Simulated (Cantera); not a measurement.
What does this Cantera script print?

```python
import numpy as np
import cantera as ct

gas = ct.Solution("gri30.yaml")
gas.TPX = 1750, 22000, {'NO': 1, 'N2': 8.8}
inlet = ct.Reservoir(gas, clone=True)

reactor = ct.IdealGasConstPressureReactor(gas, energy="off", clone=False)
exhaust = ct.Reservoir(gas, clone=True)
tau = [11, 5.1, 2.4, 1.2, 0.56, 0.27, 0.13, 0.061, 0.029, 0.014, 0.0067][0]
for a, b in ((inlet, reactor), (reactor, exhaust)):
    ct.MassFlowController(a, b, mdot=lambda t: reactor.mass / tau)
net = ct.ReactorNet([reactor])
show = ['NO', 'O', 'N2O', 'N2', 'O2']

rows = []
print(f"{'tau/s':>10s}{'T/K':>9s}" + "".join(f"{s:>11s}" for s in show))
for tau in [11, 5.1, 2.4, 1.2, 0.56, 0.27, 0.13, 0.061, 0.029, 0.014, 0.0067]:
    net.initial_time = 0.0
    net.advance(30 * tau)
    before = gas.X
    net.advance(40 * tau)
    drift = np.max(np.abs(gas.X - before) / (gas.X + 1e-9))
    rows.append([gas.T, *gas[show].X, drift])
    print(f"{tau:10.3e}{gas.T:9.1f}" + "".join(f"{x:11.3e}" for x in gas[show].X))
```

Output:

```
     tau/s      T/K         NO          O        N2O         N2         O2
 1.100e+01   1750.0  9.384e-02  1.168e-05  3.450e-06  9.021e-01  4.075e-03
 5.100e+00   1750.0  9.814e-02  9.021e-06  3.781e-06  8.999e-01  1.932e-03
 2.400e+00   1750.0  1.002e-01  7.401e-06  3.939e-06  8.989e-01  9.070e-04
 1.200e+00   1750.0  1.011e-01  6.521e-06  3.996e-06  8.984e-01  4.479e-04
 5.600e-01   1750.0  1.016e-01  5.947e-06  3.992e-06  8.982e-01  2.034e-04
 2.700e-01   1750.0  1.018e-01  5.564e-06  3.922e-06  8.981e-01  9.307e-05
 1.300e-01   1750.0  1.019e-01  5.162e-06  3.756e-06  8.980e-01  4.029e-05
 6.100e-02   1750.0  1.020e-01  4.541e-06  3.428e-06  8.980e-01  1.504e-05
 2.900e-02   1750.0  1.020e-01  3.565e-06  2.896e-06  8.980e-01  4.530e-06
 1.400e-02   1750.0  1.020e-01  2.327e-06  2.196e-06  8.980e-01  9.847e-07
 6.700e-03   1750.0  1.020e-01  1.258e-06  1.454e-06  8.980e-01  1.579e-07
```

Cantera simulation using GRI-Mech 3.0 (53 species, 325 reactions); the numbers are that mechanism's predictions, not measurements.
